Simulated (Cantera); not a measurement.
Feed: 1 mol SiHCl3, 0.36 mol N2, 0.85 mol H2, held at 725 °C and 65.0 Pa.

Cantera equilibrium calculation (NASA polynomials, part measured and part estimated; ideal gas, pure solids and liquids). Candidate condensed phases: NH4Cl, Si, Si3N4; 28 gas species. N2 is the only nitrogen source here; it is nearly inert below about 1500 K, so the nitride shown seldom forms there in practice. The tables' values for SiCl3 are old estimates; treat these amounts as uncertain. Kinetics and transport are ignored.

Base state: HCl 0.440, H2 0.346, SiCl4 0.203, N2 0.00820, SiCl3 0.00125, SiHCl3 0.00111, SiCl2 0.000190 (mole fractions); condensed: Si3N4(s).

What changes in the equilibrium state with this change: temperature from 725 °C to 1650 °C?


```
species          before    after
-------------  --------  -------
HCl               0.440    0.305
SiCl2          0.000190    0.289
H2                0.346    0.247
SiCl4             0.203  8.53e-6
H               4.98e-8   0.0184
Cl              5.91e-8   0.0171
N2              0.00820    0.109
Si                <1e-9  0.00762
SiCl              <1e-9  0.00521
SiH               <1e-9  7.90e-5
Si3N4(s), mol     0.170        0
```
The tables' values for SiCl, SiCl3, SiN are old estimates; treat these amounts as uncertain.
